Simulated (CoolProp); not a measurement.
Vapour-liquid equilibrium of cyclohexane (1) + p-xylene (2) at 94.65 °C; x and y are mole fractions of (1).

The numbers come from the multi-fluid Helmholtz-energy mixture model, Zhou 2014 and Zhou 2012; pair parameters Bell 2016 in CoolProp.

| x | bubble pressure (bar) | y at the bubble point | dew pressure at overall composition x (bar) | liquid density (mol/L) |
|---|---|---|---|---|
| 0.05 | 0.3522 | 0.275 | ___ | ___ |
| 0.2 | 0.5827 | 0.622 | 0.3242 | 7.646 |
| 0.35 | 0.7827 | 0.762 | 0.3856 | ___ |
| 0.5 | 0.9610 | 0.843 | 0.4749 | ___ |
| 0.65 | 1.127 | 0.899 | 0.6150 | 8.034 |
| 0.8 | 1.289 | 0.945 | 0.8584 | 8.175 |
| 0.95 | 1.455 | ___ | 1.307 | 8.326 |

Fill in the missing entries.


- 0.05, dew pressure at overall composition x (bar): 0.2795
- 0.05, liquid density (mol/L): 7.525
- 0.35, liquid density (mol/L): 7.770
- 0.5, liquid density (mol/L): 7.899
- 0.95, y at the bubble point: 0.986

No azeotrope shows between x = 0.05 and 0.95.

The pair parameters rest on a limited set of measurements; away from them the model extrapolates.
